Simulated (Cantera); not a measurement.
**Equilibrium for silicon nitride deposition: SiH2Cl2 + NH3 + N2**

Charge: 1 mol SiH2Cl2, 19 mol NH3, 1.3 mol N2, held at 1.40 mbar.

These are equilibrium values from Cantera (NASA tables, ideal gas, pure condensed phases), not measurements of a reactor. Candidate condensed phases: NH4Cl, Si, Si3N4; 28 gas species. The tables' values for SiCl, SiN, SiCl3 are old estimates; treat these amounts as uncertain. Gases not in the tables: Si2H6 and higher silanes. Equilibrium is a limit: real reactors are often held back by kinetics, nucleation or transport.

```csv
T (K),log p H2,log p N2,log p HCl,log p H,log p Si,log p SiCl2,log p SiCl,n Si3N4(s),n Si(s),n Si(l)
950,-3.01,-3.46,-4.16,-10.76,<-14,-10.70,<-14,0.333,0,0
1050,-3.01,-3.46,-4.16,-9.59,<-14,-9.31,<-14,0.333,0,0
1150,-3.01,-3.46,-4.16,-8.63,<-14,-8.17,-14.01,0.333,0,0
1250,-3.01,-3.46,-4.16,-7.82,-13.38,-7.21,-12.06,0.333,0,0
1350,-3.01,-3.46,-4.17,-7.13,-11.23,-6.41,-10.41,0.329,0,0
1450,-3.01,-3.46,-4.19,-6.53,-9.39,-5.75,-9.01,0.316,0,0
1550,-3.01,-3.45,-4.24,-6.01,-7.78,-5.26,-7.84,0.279,0,0
1650,-3.01,-3.44,-4.31,-5.55,-6.57,-5.05,-7.01,0,0.723,0
1750,-3.01,-3.44,-4.30,-5.14,-5.82,-5.07,-6.55,0,0,0.689
1850,-3.02,-3.44,-4.30,-4.78,-5.19,-5.12,-6.17,0,0,0.542
1950,-3.03,-3.45,-4.30,-4.46,-4.63,-5.18,-5.84,0,0,0
```
log p: log10 of the partial pressure in bar; n: condensed amount in mol.

From 950 K to 1550 K the condensed part is Si3N4(s). At 1650 K the condensed part is Si(s). From 1750 K to 1850 K the condensed part is Si(l). At 1950 K nothing is condensed. The main Si-bearing gas is SiCl4 at 950 K and Si at 1950 K.
